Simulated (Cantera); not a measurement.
Input: 1 mol SiH4, 0.048 mol C2H4, 1500 mol H2, held at 750 Torr.

Cantera equilibrium calculation (NASA polynomials, part measured and part estimated; ideal gas, pure solids and liquids). Candidate condensed phases: C, C6H6, C7H8, C8H18, Si, SiC; 87 gas species. Mutual solubility and eutectic melting of coexisting phases are not modelled. Gases not in the tables: Si2H6 and higher silanes. Kinetics and transport are ignored.

Problem. Which condensed phases are stable at each of these points (T (°C)): 902, 952, 1002, 1052, 1102, 1152, 1202, 1252, 1302, 1352, 1402, 1452, 1502?

Solution. 
```tsv
T (°C)	condensed phases	Si condensed (%)
902	Si(s) + SiC(s)	99.9
952	Si(s) + SiC(s)	99.9
1002	Si(s) + SiC(s)	99.9
1052	Si(s) + SiC(s)	99.9
1102	Si(s) + SiC(s)	99.8
1152	Si(s) + SiC(s)	99.8
1202	Si(s) + SiC(s)	99.7
1252	Si(s) + SiC(s)	99.5
1302	Si(s) + SiC(s)	99.2
1352	Si(s) + SiC(s)	98.7
1402	Si(s) + SiC(s)	97.9
1452	Si(l) + SiC(s)	96.8
1502	Si(l) + SiC(s)	95.3
```

From 902 °C to 1402 °C the condensed part is Si(s) + SiC(s). From 1452 °C to 1502 °C the condensed part is Si(l) + SiC(s).
